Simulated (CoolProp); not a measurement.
CH2F2 (R32) at 298.15 K and 4.77 MPa flows at 0.087 m/s in a round tube of 6 mm bore and 1.5 µm roughness, fully developed (64/Re and Nu = 3.66 if laminar; Colebrook and Gnielinski if turbulent). Each further row changes one setting.

The numbers come from the reference Helmholtz-energy equation of state, Tillner-Roth 1997 in CoolProp.

```tsv
case	Reynolds number	Darcy friction factor	pressure drop (Pa/m)	heat-transfer coefficient (W/(m² K))	mass flow (kg/h)
as stated	___	0.0393	24.3	449	8.67
velocity 0.174 m/s	8630	___	80.3	874	17.3
diameter 12 mm	8630	0.0323	9.98	___	34.7
```

**Question.** Some entries are withheld; supply them.

**Answer.** 
- as stated, Reynolds number: 4320
- velocity 0.174 m/s, Darcy friction factor: 0.0325
- diameter 12 mm, heat-transfer coefficient (W/(m² K)): 435

Viscosity comes from a separate model (Bell 2016), an estimate that may be off by 10 % or more. Thermal conductivity comes from a separate model (Huber 2003), an estimate that may be off by 10 % or more.
